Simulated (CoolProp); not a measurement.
Saturation properties of dimethyl carbonate (Tc = 283.9 °C, pc = 4.909 MPa, ω = 0.346).

The numbers come from the reference Helmholtz-energy equation of state, Zhou 2011 in CoolProp.

```tsv
T (°C)	p (MPa)	vapour density (kg/m³)	surface tension (mN/m)
109.95	0.1835	5.432	16.4
113.75	0.2039	5.999	15.9
117.55	0.2260	6.612	15.4
121.35	0.2500	7.274	14.9
125.25	0.2766	8.005	14.4
129.05	0.3046	8.773	13.9
132.85	0.3347	9.597	13.4
136.65	0.3671	10.48	13.0
140.45	0.4018	11.43	12.5
144.25	0.4390	12.44	12.1
148.05	0.4788	13.53	11.6
```

It boils at 90.1 °C under 1 atm.

Surface tension comes from a separate correlation (Mulero 2014).
